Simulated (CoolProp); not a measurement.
Model: reference Helmholtz-energy equation of state, Gao 2020, in CoolProp.

Give the vapour pressure (MPa), liquid density (kg/m³), vapour density (kg/m³), enthalpy of vaporisation (kJ/kg) of saturated ammonia at 47.45 °C.


| T (°C) | p (MPa) | liquid density (kg/m³) | vapour density (kg/m³) | enthalpy of vaporisation (kJ/kg) |
|---|---|---|---|---|
| 47.45 | 1.90 | 567 | 14.7 | 1060 |
